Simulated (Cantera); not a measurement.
A freely propagating, adiabatic, planar premixed flame of H2 : O2 : N2 : H2O = 1 : 0.385 : 1.19 : 0.28 (molar parts), unburnt at 525 K and 0.987 atm; mixture-averaged transport, grid criteria slope 0.08 and curve 0.16, no radiation.

Detailed kinetics in Cantera: the H2/O2 subset of GRI-Mech 3.0, which has no nitrogen chemistry. Burning velocities carry a grid error of a few per cent, more on coarse grids.

Question: Predict: laminar burning velocity; thermal thickness; peak x(H2O2); peak x(OH); peak x(HO2).

Answer: laminar burning velocity: 676 cm/s
thermal thickness: 0.385 mm
peak x(H2O2): 3.67e-5
peak x(OH): 0.0152
peak x(HO2): 0.000520
